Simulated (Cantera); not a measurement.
A closed system holds: 1 mol Al, 0.48 mol I2, 0.13 mol O2, 0.044 mol HI, at 45.8 Torr.

Cantera equilibrium calculation (NASA polynomials, part measured and part estimated; ideal gas, pure solids and liquids). Candidate condensed phases: Al, AlI3, Al2O3, H2O, I2; 25 gas species. Mutual solubility and eutectic melting of coexisting phases are not modelled. Equilibrium is a limit: real reactors are often held back by kinetics, nucleation or transport. All values below are at 1075 K.

Base state: AlI3 0.642, AlI 0.309, H2 0.0489, HI 0.000247, Al2I6 0.000120, I 9.43e-5 (mole fractions); condensed: Al(l) + Al2O3(s).

**Question.** What changes in the equilibrium state with this change: HI from 0.044 to 0.021 mol?

**Answer.** 
```
species          before     after
-------------  --------  --------
AlI3              0.642     0.663
AlI               0.309     0.312
H2               0.0489    0.0245
HI             0.000247  0.000177
Al2I6          0.000120  0.000128
I               9.43e-5   9.53e-5
Al(l), mol        0.400     0.411
Al2O3(s), mol    0.0867    0.0867
```
